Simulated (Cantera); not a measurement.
# Pyrogenic steam for wet oxidation

An isothermal, constant-pressure homogeneous reactor starts with H2 : O2 : N2 = 0.4 : 1 : 2.6 (molar parts), at 1048 K and 100000 Pa.

Cantera simulation using GRI-Mech 3.0 (53 species, 325 reactions); the numbers are that mechanism's predictions, not measurements. The temperature is held fixed by assumption; the heat of reaction is taken as removed at once.

```json
[
 {"t (s)": "7.00e-5", "x H2": "0.1000", "x O2": "0.250", "x NO": "<1e-12", "x HO2": "1.36e-6", "x H": "1.04e-6", "x H2O": "2.89e-6"},
 {"t (s)": "0.000228", "x H2": "0.0177", "x O2": "0.217", "x NO": "1.97e-7", "x HO2": "0.000153", "x H": "0.000279", "x H2O": "0.0861"},
 {"t (s)": "0.000740", "x H2": "0.00868", "x O2": "0.214", "x NO": "1.56e-7", "x HO2": "9.24e-5", "x H": "5.17e-6", "x H2O": "0.0960"},
 {"t (s)": "0.00240", "x H2": "0.00662", "x O2": "0.213", "x NO": "1.16e-7", "x HO2": "7.04e-5", "x H": "1.89e-6", "x H2O": "0.0982"},
 {"t (s)": "0.00782", "x H2": "0.00351", "x O2": "0.212", "x NO": "9.29e-8", "x HO2": "4.72e-5", "x H": "7.35e-7", "x H2O": "0.101"},
 {"t (s)": "0.0254", "x H2": "0.00102", "x O2": "0.211", "x NO": "5.96e-8", "x HO2": "1.91e-5", "x H": "1.16e-7", "x H2O": "0.104"},
 {"t (s)": "0.0826", "x H2": "0.000186", "x O2": "0.211", "x NO": "3.04e-8", "x HO2": "4.78e-6", "x H": "7.74e-9", "x H2O": "0.105"},
 {"t (s)": "0.269", "x H2": "3.19e-5", "x O2": "0.211", "x NO": "1.81e-8", "x HO2": "9.87e-7", "x H": "4.18e-10", "x H2O": "0.105"},
 {"t (s)": "0.873", "x H2": "4.55e-6", "x O2": "0.211", "x NO": "2.40e-8", "x HO2": "1.68e-7", "x H": "2.67e-11", "x H2O": "0.105"},
 {"t (s)": "2.84", "x H2": "1.14e-7", "x O2": "0.211", "x NO": "9.12e-8", "x HO2": "1.03e-8", "x H": "<1e-12", "x H2O": "0.105"},
 {"t (s)": "9.23", "x H2": "8.67e-11", "x O2": "0.211", "x NO": "1.93e-7", "x HO2": "2.22e-9", "x H": "<1e-12", "x H2O": "0.105"},
 {"t (s)": "30.0", "x H2": "7.90e-11", "x O2": "0.211", "x NO": "1.97e-7", "x HO2": "1.98e-9", "x H": "<1e-12", "x H2O": "0.105"}
]
```
x: mole fraction; the columns are a selection and need not sum to one.

Equilibrium at this temperature and pressure: H2 7.91e-11, O2 0.210, NO 4.86e-5, HO2 1.99e-9, H <1e-12, H2O 0.105 (gas phase only).
